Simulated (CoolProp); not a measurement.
Properties of CF4 (R14) along the isobar 92.8 kPa.

Model: reference Helmholtz-energy equation of state, Platzer 1990, in CoolProp. This equation is an older, rougher fit.

```json
[
 {"T (K)": "170.3", "phase": "gas", "isothermal compressibility (1/MPa)": "11.00", "fugacity coefficient": "0.9805"},
 {"T (K)": "199.5", "phase": "gas", "isothermal compressibility (1/MPa)": "10.91", "fugacity coefficient": "0.9876"},
 {"T (K)": "228.6", "phase": "gas", "isothermal compressibility (1/MPa)": "10.87", "fugacity coefficient": "0.9917"},
 {"T (K)": "257.7", "phase": "gas", "isothermal compressibility (1/MPa)": "10.84", "fugacity coefficient": "0.9943"},
 {"T (K)": "286.9", "phase": "gas", "isothermal compressibility (1/MPa)": "10.82", "fugacity coefficient": "0.9961"},
 {"T (K)": "316", "phase": "gas", "isothermal compressibility (1/MPa)": "10.81", "fugacity coefficient": "0.9973"},
 {"T (K)": "345.2", "phase": "gas", "isothermal compressibility (1/MPa)": "10.80", "fugacity coefficient": "0.9981"},
 {"T (K)": "374.3", "phase": "gas", "isothermal compressibility (1/MPa)": "10.79", "fugacity coefficient": "0.9987"},
 {"T (K)": "403.4", "phase": "gas", "isothermal compressibility (1/MPa)": "10.78", "fugacity coefficient": "0.9992"},
 {"T (K)": "432.6", "phase": "gas", "isothermal compressibility (1/MPa)": "10.78", "fugacity coefficient": "0.9995"},
 {"T (K)": "461.7", "phase": "gas", "isothermal compressibility (1/MPa)": "10.78", "fugacity coefficient": "0.9998"},
 {"T (K)": "490.9", "phase": "gas", "isothermal compressibility (1/MPa)": "10.78", "fugacity coefficient": "1.000"}
]
```
